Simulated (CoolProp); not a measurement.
Sulfur dioxide at 300.09 K and 0.813 MPa is throttled through a valve to 0.416 MPa with no heat exchange. Each further row changes one setting.

Model: reference Helmholtz-energy equation of state, Gao 2016, in CoolProp.

```
case                       temperature change (K)                       final phase  final density (kg/m³)
-------------------------  ----------------------  --------------------------------  ---------------------
as stated                                    -0.2  two-phase, vapour fraction 0.001                   1230
outlet pressure 0.125 MPa                   -32.2  two-phase, vapour fraction 0.115                   31.6
outlet pressure 0.541 MPa                    +0.1                            liquid                   1360
```
